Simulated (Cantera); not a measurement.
Feed: 1 mol C₂H₄, 0.039 mol CO₂, 0.27 mol N₂, 6.7 mol H₂, held at 452 °C and 0.270 bar.

Equilibrium computed with Cantera from the NASA thermochemical tables; the gas is ideal and each condensed phase is pure. Candidate condensed phases: C, C₆H₆, C₇H₈, C₈H₁₈, H₂O; 136 gas species. Equilibrium is a limit: real reactors are often held back by kinetics, nucleation or transport.

Base state: H₂ 0.656, CH₄ 0.294, N₂ 0.0389, H₂O 0.0111, NH₃ 0.000194, CO 0.000160, CO₂ 2.03e-5 (mole fractions); condensed: gas only.

### Question
What changes in the equilibrium state with this change: temperature from 452 °C to 2475 °C?

### Answer
```csv
species,before,after
H₂,0.656,0.813
H,<1e-9,0.118
C₂H₂ (acetylene),<1e-9,0.0227
CH₄,0.294,1.87e-5
HCN,<1e-9,0.0155
H₂O,0.0111,2.49e-8
N₂,0.0389,0.0191
HNC,<1e-9,0.00235
C₂H,<1e-9,0.000381
C₄H₂,<1e-9,0.000264
CN,<1e-9,0.000178
C₃,<1e-9,6.09e-5
"C(graphite), mol",0,1.33
```
